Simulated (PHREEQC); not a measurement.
Dissolve 1.9 mol KOH, 0.13 mol CaCl2 and 0.0012 mol H4SiO4 per kg of water at 25 °C. Closed to the air; pH follows from the charge balance.

Computed with PHREEQC (Pitzer model, pitzer.dat).

No solid was allowed to form.

What pH, osmotic coefficient does the model give?

pH 14.22; osmotic coefficient 1.011.

The solution is supersaturated, for example in Portlandite, so a real one may precipitate; this is no full list. Complexes and solids missing from the database can't appear. In brines, pH and single-ion activities rest on the MacInnes convention.
